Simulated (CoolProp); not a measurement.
Vapour-liquid equilibrium of R125 (1) + R236FA (2) at 12.05 °C; x and y are mole fractions of (1).

The numbers come from the multi-fluid Helmholtz-energy mixture model, Lemmon 2005 and Pan 2012; pair parameters Bell 2016 in CoolProp.

```tsv
x	bubble pressure, mixture model (MPa)	bubble pressure, Raoult's law (MPa)	y, mixture model	y, Raoult's law
0.05	0.2084	0.2120	0.202	0.227
0.15	0.2810	0.2912	0.454	0.497
0.25	0.3546	0.3705	0.606	0.651
0.35	0.4293	0.4497	0.709	0.751
0.45	0.5053	0.5289	0.783	0.821
0.55	0.5830	0.6081	0.841	0.872
0.65	0.6627	0.6873	0.887	0.912
0.75	0.7447	0.7665	0.925	0.944
0.85	0.8297	0.8457	0.957	0.969
0.95	0.9184	0.9249	0.986	0.991
```

The largest gap from Raoult's law is -4.5 % in bubble pressure, at x = 0.35. No azeotrope shows between x = 0.05 and 0.95.

The pair parameters rest on a limited set of measurements; away from them the model extrapolates.
